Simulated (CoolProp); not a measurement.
Properties of ethylbenzene along the isotherm 337.5 K (Tc = 617.1 K, pc = 3.622 MPa, ω = 0.304).

Values from CoolProp's reference Helmholtz-energy equation of state, Zhou 2012.

```csv
p (MPa),phase,cp (kJ/(kg K)),expansivity (1/kK),conductivity (mW/(m K)),fugacity coefficient
0.115,liquid,1.878,1.083,118,0.07744
0.168,liquid,1.878,1.083,118,0.05314
0.247,liquid,1.877,1.082,118,0.03628
0.362,liquid,1.877,1.081,118,0.02488
0.532,liquid,1.877,1.080,118,0.01706
0.78,liquid,1.877,1.078,118,0.01177
1.15,liquid,1.876,1.074,118,0.008119
1.68,liquid,1.876,1.070,119,0.005694
2.47,liquid,1.875,1.063,119,0.004015
3.62,liquid,1.873,1.054,119,0.002887
5.32,liquid,1.871,1.040,120,0.002122
7.8,liquid,1.868,1.021,121,0.001620
11.5,liquid,1.865,0.9956,122,0.001299
16.8,liquid,1.860,0.9620,123,0.001129
24.7,liquid,1.854,0.9182,126,0.001093
36.2,liquid,1.848,0.8648,129,0.001242
```

Thermal conductivity comes from a separate model (Mylona 2014).
